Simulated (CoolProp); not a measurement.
Vapour-liquid equilibrium of isopentane (1) + toluene (2) at 85.55 °C; x and y are mole fractions of (1).

Values from CoolProp's multi-fluid Helmholtz-energy mixture model, Lemmon 2006 and Lemmon 2006; pair parameters Bell 2016.

```json
[
 {"x": "0.05", "bubble pressure, mixture model (MPa)": "0.07632", "bubble pressure, Raoult's law (MPa)": "0.07067", "y, mixture model": "0.407", "y, Raoult's law": "0.369"},
 {"x": "0.125", "bubble pressure, mixture model (MPa)": "0.1211", "bubble pressure, Raoult's law (MPa)": "0.1063", "y, mixture model": "0.649", "y, Raoult's law": "0.614"},
 {"x": "0.2", "bubble pressure, mixture model (MPa)": "0.1651", "bubble pressure, Raoult's law (MPa)": "0.1419", "y, mixture model": "0.759", "y, Raoult's law": "0.736"},
 {"x": "0.275", "bubble pressure, mixture model (MPa)": "0.2072", "bubble pressure, Raoult's law (MPa)": "0.1776", "y, mixture model": "0.821", "y, Raoult's law": "0.808"},
 {"x": "0.35", "bubble pressure, mixture model (MPa)": "0.2466", "bubble pressure, Raoult's law (MPa)": "0.2132", "y, mixture model": "0.861", "y, Raoult's law": "0.857"},
 {"x": "0.425", "bubble pressure, mixture model (MPa)": "0.2831", "bubble pressure, Raoult's law (MPa)": "0.2489", "y, mixture model": "0.889", "y, Raoult's law": "0.892"},
 {"x": "0.5", "bubble pressure, mixture model (MPa)": "0.3167", "bubble pressure, Raoult's law (MPa)": "0.2845", "y, mixture model": "0.909", "y, Raoult's law": "0.918"},
 {"x": "0.575", "bubble pressure, mixture model (MPa)": "0.3479", "bubble pressure, Raoult's law (MPa)": "0.3201", "y, mixture model": "0.926", "y, Raoult's law": "0.938"},
 {"x": "0.65", "bubble pressure, mixture model (MPa)": "0.3775", "bubble pressure, Raoult's law (MPa)": "0.3558", "y, mixture model": "0.939", "y, Raoult's law": "0.954"},
 {"x": "0.725", "bubble pressure, mixture model (MPa)": "0.4063", "bubble pressure, Raoult's law (MPa)": "0.3914", "y, mixture model": "0.952", "y, Raoult's law": "0.967"},
 {"x": "0.8", "bubble pressure, mixture model (MPa)": "0.4353", "bubble pressure, Raoult's law (MPa)": "0.4270", "y, mixture model": "0.964", "y, Raoult's law": "0.978"},
 {"x": "0.875", "bubble pressure, mixture model (MPa)": "0.4656", "bubble pressure, Raoult's law (MPa)": "0.4627", "y, mixture model": "0.977", "y, Raoult's law": "0.987"},
 {"x": "0.95", "bubble pressure, mixture model (MPa)": "0.4983", "bubble pressure, Raoult's law (MPa)": "0.4983", "y, mixture model": "0.990", "y, Raoult's law": "0.995"}
]
```

The largest gap from Raoult's law is +16.7 % in bubble pressure, at x = 0.275. No azeotrope shows between x = 0.05 and 0.95.

The pair parameters rest on a limited set of measurements; away from them the model extrapolates.
